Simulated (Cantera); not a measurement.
An adiabatic, constant-pressure homogeneous reactor starts with CH3OH : O2 : N2 = 1 : 3.26 : 12.3 (molar parts), at 1175 K and 21000 Torr.

Model: GRI-Mech 3.0 (53 species, 325 reactions), integrated in Cantera. GRI-Mech 3.0 was tuned for natural gas; its chemistry of methanol as a main component is partial and can be far from experiment. The pressure lies above the range GRI-Mech 3.0 was tuned for (to about 10 atm).

Question: Predict: time of steepest temperature rise; temperature at 4.00 s; equilibrium temperature; x(O2) at 4.00 s; x(NO) at 4.00 s; x(H) at 4.00 s.

Answer: 
| Item | Value |
|---|---|
| time of steepest temperature rise | 1.38 ms |
| temperature at 4.00 s | 2177 K |
| equilibrium temperature | 2177 K |
| x(O2) at 4.00 s | 0.0987 (gas-phase equilibrium 0.0987) |
| x(NO) at 4.00 s | 0.00785 (gas-phase equilibrium 0.00785) |
| x(H) at 4.00 s | 7.80e-6 (gas-phase equilibrium 7.80e-6) |
